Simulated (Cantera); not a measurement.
Input: 1 mol AlN, 0.012 mol N₂, held at 10.5 Torr.

Method: chemical equilibrium by Gibbs-energy minimisation in Cantera with the NASA 1993 tables (ideal gas, pure condensed phases). Candidate condensed phases: Al, AlN; 5 gas species. The numbers say what is thermodynamically allowed, not how fast it happens.

Over these rows the condensed part is AlN(s). Partial pressures as log10 of bar:

```tsv
T (K)	1000/T (1/K)	log p Al	log p N₂
1673	0.5977	-6.99	-1.85
1698	0.5889	-6.70	-1.85
1723	0.5804	-6.42	-1.85
1748	0.5721	-6.14	-1.85
1773	0.5640	-5.87	-1.85
1798	0.5562	?	-1.85
```

Question: Fit log p(Al) = a + b·(1000/T) to the five rows, give the apparent enthalpy, and predict the row at 1798 K.

Answer: Means: 1000/T = 0.5806, log p = -6.424. Sxy = -0.023581, Sxx = 0.0007091, so b = -33.25 and a = -6.424 − (-33.25)×0.5806 = 12.88.
Apparent enthalpy: −19.145 × (-33.25) = 637 kJ/mol. With the condensed phases at unit activity, AlN(s) = Al(g) + 1/2 N₂(g) links this pressure to the main gases: over the six rows their terms move log p by +0.00 in all, so the slope is close to that reaction's ΔH°. The five rows lie within 0.01 of the line.
Prediction at 1798 K: 12.88 + (-33.25)×0.5562 = -5.61. The computed value is -5.62, 0.01 from the line.
